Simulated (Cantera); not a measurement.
A closed system holds: 1 mol c-C4F8, 9.6 mol H2, equilibrated at 1225 K and 1.00 bar.

Cantera equilibrium calculation (NASA polynomials, part measured and part estimated; ideal gas, pure solids and liquids). Candidate condensed phases: C, C6H6, C7H8, C8H18; 95 gas species. The feed counts by its element totals alone. Rates play no part.

Base state: HF 0.590, H2 0.408, CH4 0.00219 (mole fractions); condensed: C(graphite).

Question: What changes in the equilibrium state with this change: H2 from 9.6 to 0.14 mol?

Answer: 
```
species            before  after
----------------  -------  -----
CF4                 <1e-9  0.873
HF                  0.590  0.127
H2                  0.408  <1e-9
CH4               0.00219  <1e-9
C(graphite), mol     3.97   2.07
```
Gases not in the tables: C2F6 and larger saturated fluorocarbons.
